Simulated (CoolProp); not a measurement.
Vapour-liquid equilibrium of R152A (1) + n-pentane (2) at -0.45 °C; x and y are mole fractions of (1).

Model: multi-fluid Helmholtz-energy mixture model, Outcalt 1996 and Thol 2019; pair parameters Bell 2016, in CoolProp.

Problem. Give the bubble pressure and the first vapour's composition at x = 0.275, 0.65, 0.875. Is there an azeotrope?

Solution. x = 0.275: 0.1859 MPa, y = 0.887; x = 0.65: 0.2251 MPa, y = 0.919; x = 0.875: 0.2447 MPa, y = 0.951. No azeotrope shows between x = 0.05 and 0.95.

Pair parameters are fitted to limited data, so mixtures are less certain than the pure fluids. With so large a gap from Raoult's law the liquid may split in two, which this calculation doesn't test in full.
